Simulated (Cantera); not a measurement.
## Counterflow diffusion flame

A counterflow diffusion flame at 0.370 bar, nozzles 20 mm apart: fuel side CH₄ : C₂H₆ : C₃H₈ : N₂ = 1 : 0.5 : 0.068 : 0.97 (molar parts) at 500 K, oxidiser side O₂ : N₂ = 0.26 : 0.74 (molar parts) at 725 K, fuel mass flux 0.93 times the oxidiser's; mixture-averaged transport, no radiation.

Detailed kinetics in Cantera: GRI-Mech 3.0 (53 species, 325 reactions). GRI-Mech 3.0 has no aromatics or soot, which form on the fuel side of real flames. The maximum strain rate includes the flame's own expansion and is several times the mean.

| oxidiser flux (kg/m²/s) | max strain (1/s) | mean strain (1/s) | T max (K) | peak x OH | peak x H | peak x NO | peak x CO | peak x C₂H₂ |
|---|---|---|---|---|---|---|---|---|
| 0.092 | 223 | 45.7 | 2192 | 0.0138 | 0.00967 | 0.000384 | 0.0870 | 0.0306 |
| 0.14 | 325 | 69.6 | 2172 | 0.0135 | 0.0101 | 0.000342 | 0.0853 | 0.0294 |
| 0.22 | 487 | 109 | 2148 | 0.0130 | 0.0105 | 0.000292 | 0.0835 | 0.0277 |
| 0.33 | 703 | 164 | 2127 | 0.0126 | 0.0108 | 0.000245 | 0.0822 | 0.0260 |
| 0.51 | 1040 | 253 | 2102 | 0.0120 | 0.0110 | 0.000192 | 0.0814 | 0.0238 |
| 0.78 | 1540 | 388 | 2070 | 0.0112 | 0.0108 | 0.000139 | 0.0809 | 0.0208 |
| 1.2 | 2280 | 596 | 2029 | 0.0101 | 0.0103 | 8.75e-5 | 0.0812 | 0.0170 |
x: mole fraction; the columns are a selection and need not sum to one.
